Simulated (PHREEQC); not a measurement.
City or well water

A made-up water analysis in mg/L, 20 °C, pH 6.89, pe 10.7: Na 15.2; K 17; Ca 67.8; Mg 94.6; Cl 135; S(6) as SO4 372; Alkalinity as HCO3 38.7; Cd 0.154; F 0.0686.

Valence states are taken as typed.

All values are PHREEQC results (ion-association model, phreeqc.dat), not measurements.

| Quantity | Result |
|---|---|
| ionic strength | 0.0178 mol/kgw |
| specific conductance | 1030 µS/cm |
| charge-balance error | 0.4 % |

| species | molality | activity | log γ |
|---|---|---|---|
| Cl- | 0.00381 | 0.00333 | -0.058 |
| Mg+2 | 0.00318 | 0.00194 | -0.214 |
| SO4-2 | 0.00291 | 0.00175 | -0.222 |
| Ca+2 | 0.00143 | 0.000864 | -0.219 |
| MgSO4 | 0.000695 | 0.000698 | 0.002 |
| Na+ | 0.000656 | 0.000577 | -0.056 |
| HCO3- | 0.000613 | 0.000540 | -0.055 |
| K+ | 0.000430 | 0.000376 | -0.058 |
| CaSO4 | 0.000257 | 0.000258 | 0.002 |
| CO2 | 0.000167 | 0.000168 | 0.002 |
| MgHCO3+ | 1.38e-5 | 1.21e-5 | -0.057 |
| CaHCO3+ | 6.19e-6 | 5.47e-6 | -0.053 |
| NaSO4- | 5.54e-6 | 4.89e-6 | -0.055 |
| KSO4- | 4.79e-6 | 4.22e-6 | -0.055 |

This is a speciation only: nothing precipitates in the calculation. Complexes and solids missing from the database can't appear.
